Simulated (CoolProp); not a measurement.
Values from CoolProp's reference Helmholtz-energy equation of state, Gao 2020.

Question: Give the vapour pressure (MPa), vapour Z, surface tension (mN/m), liquid viscosity (µPa s) of saturated ammonia at -5.05 °C.

Answer: 
```json
[
 {"T (°C)": "-5.05", "p (MPa)": "0.354", "vapour Z": "0.939", "surface tension (mN/m)": "27.5", "liquid viscosity (µPa s)": "180"}
]
```

Viscosity comes from a separate model (Fenghour 1995). Surface tension comes from a separate correlation (Mulero 2012).
